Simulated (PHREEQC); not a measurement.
Dissolve 0.00098 mol HF and 0.00013 mol NaOH per kg of water at 25 °C. Closed to the air; pH follows from the charge balance.

Model: ion-association model, wateq4f.dat, run in PHREEQC.

No solid was allowed to form.

Question: Predict the pH, ionic strength.

Answer: pH 3.35; ionic strength 0.000591 mol/kgw.

Question: In which forms is F present?

Answer: F- 60 %, HF 39 % of the F.
